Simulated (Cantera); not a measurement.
Input: 1 mol Zr, 0.53 mol NH₃, 0.041 mol H₂O, at 1552 °C and 0.630 Pa.

These are equilibrium values from Cantera (NASA tables, ideal gas, pure condensed phases), not measurements of a reactor. Candidate condensed phases: H₂O, Zr, ZrN, ZrO₂; 28 gas species. Mutual solubility and eutectic melting of coexisting phases are not modelled. ZrN: taken at fixed stoichiometry. Condensed phases not in the tables: solid solutions among these carbides, nitrides and lower oxides, N, O or C dissolved in the metal. The numbers say what is thermodynamically allowed, not how fast it happens.

Base state: H₂ 0.839, H 0.161, ZrO 0.000238, Zr 1.21e-5 (mole fractions); condensed: Zr(β) + ZrN(s) + ZrO₂(tetragonal).

### Question
What changes in the equilibrium state with this change: temperature from 1552 °C to 1952 °C?

### Answer
```
species                  before    after
---------------------  --------  -------
H                         0.161    0.848
H₂                        0.839    0.108
ZrO                    0.000238   0.0261
Zr                      1.21e-5   0.0143
N₂                      7.94e-7  0.00417
Zr(β), mol                0.449        0
ZrN(s), mol               0.530    0.517
ZrO₂(tetragonal), mol    0.0204        0
Zr(l), mol                    0    0.420
```
Condensed phases not in the tables: N, O or C dissolved in the metal.
